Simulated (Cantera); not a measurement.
What does this Cantera script print?

```python
import numpy as np
import cantera as ct

gas_names = """
    H HNO HNO2 HNO3 HO2 H2 H2O H2O2 N NH NH2 NH3 NH2OH NO NO2 NO3 N2 N2H2 N2H4 N2O O OH O2 O3
""".split()
cond_names = """
    H2O(s) H2O(L)
""".split()


# ... load() reads the species with a 1 bar reference pressure and builds the phases ...
atoms = {
    'N2O': {'N': 2, 'O': 1},
    'H2': {'H': 2},
}
top_T = {}  # K; cautious upper limits of use, not melting points


# ... equilibrate(T, P, feed) seeds the gas with the atoms and calls Mixture.equilibrate('TP', solver="vcs", rtol=1e-11, max_steps=5000) ...
results = []
T = 1800  # K
P = 270000  # Pa
for m in [0.12, 0.33, 0.54, 0.74, 0.95, 1.2, 1.4, 1.6, 1.8, 2, 2.2, 2.4, 2.6]:
    feed = {'N2O': 1, 'H2': m}  # mol
    mix = equilibrate(T, P, feed)
    results.append((T, P, feed, dict(zip(mix.species_names, mix.species_moles))))

top = {s: max(r[3][s] / sum(r[3][g] for g in gas_names) for r in results) for s in gas_names}
cols = sorted((s for s in top if top[s] > 1e-06), key=lambda s: -top[s])[:8]
seen = [c for c in cond_names if any(r[3].get(c, 0) > 1e-12 for r in results)]
print("log10 of partial pressures in bar; condensed amounts in mol")
print(f"{'n(H2)':>10s}" + "".join(f"{s[:9]:>10s}" for s in cols + seen))
for T, P, feed, n in results:
    ng = sum(n[g] for g in gas_names)
    print(f"{feed['H2']:10.4g}" + "".join(f"{np.log10(max(n[s] / ng * P / 1e5, 1e-99)):10.3f}" for s in cols)
          + "".join(f"{n.get(c, 0):10.4g}" for c in seen))
```

Output:

```
log10 of partial pressures in bar; condensed amounts in mol
     n(H2)        N2       H2O        H2        O2        NO        OH         H         O
      0.12     0.237    -0.684    -4.892    -0.122    -1.933    -2.864    -5.892    -3.976
      0.33     0.209    -0.272    -4.406    -0.269    -2.021    -2.696    -5.649    -4.049
      0.54     0.182    -0.085    -4.123    -0.460    -2.130    -2.649    -5.508    -4.145
      0.74     0.159     0.028    -3.874    -0.734    -2.278    -2.661    -5.383    -4.282
      0.95     0.135     0.113    -3.414    -1.483    -2.665    -2.806    -5.153    -4.656
       1.2     0.089     0.089    -0.610    -7.139    -5.516    -4.232    -3.751    -7.484
       1.4     0.051     0.051    -0.347    -7.741    -5.836    -4.402    -3.620    -7.785
       1.6     0.016     0.016    -0.206    -8.094    -6.029    -4.507    -3.549    -7.962
       1.8    -0.016    -0.016    -0.113    -8.343    -6.170    -4.586    -3.502    -8.086
         2    -0.046    -0.046    -0.046    -8.537    -6.282    -4.649    -3.469    -8.183
       2.2    -0.074    -0.074     0.005    -8.696    -6.375    -4.703    -3.443    -8.263
       2.4    -0.100    -0.100     0.046    -8.830    -6.456    -4.749    -3.423    -8.330
       2.6    -0.125    -0.125     0.079    -8.945    -6.526    -4.791    -3.407    -8.388
```

Method: chemical equilibrium by Gibbs-energy minimisation in Cantera with the NASA 1993 tables (ideal gas, pure condensed phases).
